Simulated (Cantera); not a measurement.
Input (Python, Cantera) and output of one run.

```python
import numpy as np
import cantera as ct

gas_names = """
    H MgCL2 HCL
""".split()
cond_names = """
    Mg(cr) Mg(L)
""".split()


def load(file, names, dense=False):
    # The tables refer to 1 bar. Condensed volumes are neglected.
    table = {s.name: s for s in ct.Species.list_from_file(file)}
    out = []
    for n in names:
        d = dict(table[n].input_data)
        d["thermo"] = dict(d["thermo"], **{"reference-pressure": 1e5})
        if dense:
            d["equation-of-state"] = {"model": "constant-volume", "density": "1e6 g/cm^3"}
        out.append(ct.Species.from_dict(d))
    return out


species = {s.name: s for s in load("nasa_gas.yaml", gas_names) + load("nasa_condensed.yaml", cond_names)}
# Each term lists the table entries of one substance; the one whose range holds T is used.
reactions = {
    '2 H(g) + MgCl2(g) = Mg + 2 HCl(g)':
        [(-2, ['H']), (-1, ['MgCL2']), (1, ['Mg(cr)', 'Mg(L)']), (2, ['HCL'])],
}


def pick(names, T):
    return next(species[n] for n in names if species[n].thermo.min_temp <= T <= species[n].thermo.max_temp)


results = []
for label, terms in reactions.items():
    print(label)
    print("     T/K   dH/kJ  dS/(J/K)   dG/kJ   log10 K")
    for T in [998, 1073, 1148, 1223, 1298, 1373, 1448, 1523, 1598]:
        used = [(nu, pick(names, T)) for nu, names in terms]
        dH = sum(nu * s.thermo.h(T) for nu, s in used) / 1e6
        dS = sum(nu * s.thermo.s(T) for nu, s in used) / 1e3
        dG = dH - T * dS / 1e3
        logK = -dG * 1e6 / (ct.gas_constant * T * np.log(10))
        results.append((label, T, dH, dS, dG, logK, [s.name for _, s in used]))
        print(f"{T:8g} {dH:8.1f} {dS:8.1f} {dG:8.1f} {logK:8.2f}")
```

Result:

```
2 H(g) + MgCl2(g) = Mg + 2 HCl(g)
     T/K   dH/kJ  dS/(J/K)   dG/kJ   log10 K
     998   -228.9   -107.9   -121.2     6.34
    1073   -229.3   -108.3   -113.1     5.51
    1148   -229.6   -108.6   -105.0     4.78
    1223   -229.9   -108.8    -96.8     4.14
    1298   -230.2   -109.0    -88.7     3.57
    1373   -230.4   -109.2    -80.5     3.06
    1448   -230.5   -109.3    -72.3     2.61
    1523   -230.6   -109.3    -64.1     2.20
    1598   -230.7   -109.4    -55.9     1.83
```

Standard-state values (1 bar) from the NASA 1993 polynomials, evaluated with Cantera. Condensed species are held in their standard states even where they would react or evaporate.
